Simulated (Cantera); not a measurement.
Input: 1 mol SO2, 0.34 mol O2, 12 mol H2, at 1700 K and 0.000290 bar.

Cantera equilibrium calculation (NASA polynomials, part measured and part estimated; ideal gas, pure solids and liquids). Candidate condensed phases: H2O, H2SO4, S; 19 gas species. Kinetics and transport are ignored.

Base state: H2 0.746, H2O 0.195, S2 0.0282, H 0.00747, SO 0.00622, SO2 0.00540, SH 0.00473, H2S 0.00330 (mole fractions); condensed: gas only.

Question: What changes in the equilibrium state with this change: SO2 replaced by CS2?

Answer: 
| species | before | after |
|---|---|---|
| H2 | 0.746 | 0.858 |
| CO | 0 | 0.0493 |
| S2 | 0.0282 | 0.0463 |
| H2O | 0.195 | 9.32e-8 |
| CS2 | 0 | 0.0139 |
| CS | 0 | 0.00934 |
| SO2 | 0.00540 | <1e-9 |
| SO | 0.00622 | 3.31e-9 |
| OH | 0.000101 | <1e-9 |
| S2O | 3.18e-5 | <1e-9 |
Further candidate phases: C, C6H6, C7H8, C8H18.

Question: What changes in the equilibrium state with this change: O2 from 0.34 to 0.83 mol?

Answer: 
```json
[
 {"species": "H2", "before": "0.746", "after": "0.680"},
 {"species": "H2O", "before": "0.195", "after": "0.259"},
 {"species": "S2", "before": "0.0282", "after": "0.0248"},
 {"species": "SO2", "before": "0.00540", "after": "0.0107"},
 {"species": "OH", "before": "0.000101", "after": "0.000140"},
 {"species": "SO", "before": "0.00622", "after": "0.00850"},
 {"species": "S2O", "before": "3.18e-5", "after": "4.07e-5"}
]
```
